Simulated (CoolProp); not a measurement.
Saturation properties of R365MFC.

Values from CoolProp's reference Helmholtz-energy equation of state, Lemmon 2016.

```tsv
T (K)	p (MPa)	liquid density (kg/m³)	vapour density (kg/m³)	enthalpy of vaporisation (kJ/kg)	liquid cp (kJ/(kg K))	surface tension (mN/m)
301.6	0.06514	1250	3.980	193.7	1.384	14.7
313.2	0.1008	1224	6.006	188.3	1.408	13.4
324.8	0.1504	1198	8.777	182.5	1.433	12.1
336.4	0.2172	1171	12.48	176.4	1.461	10.9
348	0.3051	1143	17.33	169.8	1.491	9.66
359.6	0.4179	1113	23.61	162.8	1.524	8.47
371.2	0.5600	1081	31.65	155.4	1.562	7.30
382.7	0.7344	1047	41.80	147.3	1.606	6.17
394.3	0.9493	1011	54.88	138.4	1.659	5.07
405.9	1.209	970.1	71.72	128.5	1.727	4.01
417.5	1.520	924.4	93.82	117.1	1.821	2.99
429.1	1.892	870.9	123.8	103.6	1.968	2.03
440.7	2.333	804.6	167.3	86.40	2.260	1.15
```

It boils at 313.3 K under 1 atm.

Surface tension comes from a separate correlation (Mulero 2012).
